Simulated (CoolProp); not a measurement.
Vapour pressure (MPa) of tetrahydrofuran: the reference equation beside estimates from Tc = 267.0 °C, pc = 5.304 MPa, ω = 0.234.

The numbers come from the reference Helmholtz-energy equation of state, Fiedler 2023 in CoolProp.

```
T (°C)  reference  Lee-Kesler  van der Waals  Redlich-Kwong  Soave-Redlich-Kwong  Peng-Robinson
------  ---------  ----------  -------------  -------------  -------------------  -------------
106.25     0.3195      0.3196          1.081         0.4770               0.3194         0.3183
117.65     0.4211      0.4231          1.255         0.6087               0.4230         0.4202
129.15     0.5465      0.5513          1.448         0.7660               0.5516         0.5466
140.55     0.6968      0.7048          1.657         0.9483               0.7062         0.6986
152.05     0.8777      0.8898          1.886          1.161               0.8931         0.8824
163.45      1.090       1.106          2.132          1.402                1.112          1.098
174.95      1.339       1.361          2.399          1.679                1.372          1.354
186.35      1.627       1.654          2.685          1.987                1.671          1.649
197.85      1.961       1.994          2.993          2.335                2.017          1.993
209.25      2.342       2.380          3.319          2.718                2.411          2.384
220.65      2.776       2.820          3.666          3.140                2.857          2.829
```

Absolute difference from the reference over all 11 rows, mean and median: Lee-Kesler 1.2 and 1.5 %, van der Waals 110.9 and 95.6 %, Redlich-Kwong 29.7 and 28.6 %, Soave-Redlich-Kwong 1.9 and 2.0 %, Peng-Robinson 0.9 and 0.7 %.
